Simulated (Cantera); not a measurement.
Feed: 1 mol Cr, 20 mol N₂, equilibrated at 4.40 bar.

These are equilibrium values from Cantera (NASA tables, ideal gas, pure condensed phases), not measurements of a reactor. Candidate condensed phases: Cr, CrN, Cr₂N; 4 gas species. The numbers say what is thermodynamically allowed, not how fast it happens. All values below are at 1198 K.

Base state: N₂ 1.00 (mole fractions); condensed: CrN(s).

Question: What changes in the equilibrium state with this change: Cr replaced by Zr?

Answer: 
```
species      before  after
-----------  ------  -----
N₂             1.00   1.00
CrN(s), mol    1.00      0
ZrN(s), mol       0   1.00
```
ZrN: taken at fixed stoichiometry. Further candidate phases: Zr, ZrN.
